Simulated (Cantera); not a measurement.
Feed: 1 mol CH4, 0.061 mol NH3, equilibrated at 2125 °C and 4.13 Torr.

These are equilibrium values from Cantera (NASA tables, ideal gas, pure condensed phases), not measurements of a reactor. Candidate condensed phases: C, C6H6, C7H8, C8H18; 92 gas species. Kinetics and transport are ignored.

Base state: H2 0.790, H 0.189, N2 0.0103, C2H2 (acetylene) 0.00546, HCN 0.00489, HNC 0.000507, C2H 7.47e-5, CN 5.82e-5 (mole fractions); condensed: C(graphite).

Problem. What changes in the equilibrium state with this change: 0.13 mol H2S added?

Solution. 
```
species           before     after
----------------  ------  --------
H2                 0.790     0.747
H                  0.189     0.184
CS                     0    0.0473
N2                0.0103   0.00913
S                      0   0.00155
SH                     0  0.000528
C(graphite), mol   0.961     0.835
```
Further candidate phases: S.

Problem. What changes in the equilibrium state with this change: NH3 from 0.061 to 0.5 mol?

Solution. 
```json
[
 {"species": "H2", "before": "0.790", "after": "0.731"},
 {"species": "H", "before": "0.189", "after": "0.182"},
 {"species": "N2", "before": "0.0103", "after": "0.0690"},
 {"species": "HCN", "before": "0.00489", "after": "0.0122"},
 {"species": "CN", "before": "5.82e-5", "after": "0.000151"},
 {"species": "HNC", "before": "0.000507", "after": "0.00126"},
 {"species": "C4H2", "before": "1.55e-5", "after": "1.43e-5"},
 {"species": "C(graphite), mol", "before": "0.961", "after": "0.921"}
]
```
